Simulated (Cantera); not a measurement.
Feed: 1 mol CCl4, 0.24 mol HCl, 0.54 mol H2, held at 2550 K and 2.20 mbar.

These are equilibrium values from Cantera (NASA tables, ideal gas, pure condensed phases), not measurements of a reactor. Candidate condensed phases: C, C6H6, C7H8, C8H18; 91 gas species. Equilibrium is a limit: real reactors are often held back by kinetics, nucleation or transport.

Base state: Cl 0.730, HCl 0.180, H 0.0766, H2 0.0133, C3 0.000484, C2H2 (acetylene) 0.000176, C 0.000148, C2H 8.11e-5 (mole fractions); condensed: C(graphite).

Problem. What changes in the equilibrium state with this change: temperature from 2550 K to 1550 K?

Solution. 
```csv
species,before,after
Cl,0.730,0.554
HCl,0.180,0.343
Cl2,7.85e-5,0.103
H,0.0766,2.23e-7
H2,0.0133,1.11e-7
C3,0.000484,<1e-9
C2H2 (acetylene),0.000176,<1e-9
"C(graphite), mol",0.989,1.000
```
